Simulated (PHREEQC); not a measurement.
A solution holds 0.01 mol HF, 0.00015 mol CsF and 6.2e-05 mol H2SiF6 per kg of water, at 60 °C. Closed to the air; pH follows from the charge balance.

Model: ion-association model, wateq4f.dat, run in PHREEQC.

| Property | Result |
|---|---|
| pH | 2.77 |
| ionic strength | 0.00198 mol/kgw |
| total alkalinity | -10.4 meq/kg |

```
species  molality  activity   log γ
-------  --------  --------  ------
HF        0.00821   0.00821   0.000
H+        0.00178   0.00169  -0.021
F-        0.00175   0.00166  -0.023
Cs+      0.000150  0.000142  -0.023
HF2-      6.30e-5   5.97e-5  -0.023
SiF6-2    5.87e-5   4.76e-5  -0.091
H2F2      4.59e-5   4.59e-5   0.000
H4SiO4    3.34e-6   3.34e-6   0.000
```

This is a speciation only: nothing precipitates in the calculation. Away from 25 °C the constants follow the database's enthalpies or fits; those with neither stay at their 25 °C values. SiF6-2 is the database's only silicon fluoride.
